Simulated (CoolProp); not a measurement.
Properties of ethane at several states.

Computed with CoolProp (reference Helmholtz-energy equation of state, Bücker 2006).

```
T (K)  p (bar)  phase  viscosity (µPa s)  conductivity (mW/(m K))
-----  -------  -----  -----------------  -----------------------
571.9     1.84    gas               16.5                     67.7
457.8     2.83    gas               13.8                     46.0
468.4    0.146    gas               14.0                     47.9
```

Viscosity comes from a separate model (Friend 1991). Thermal conductivity comes from a separate model (Friend 1991).
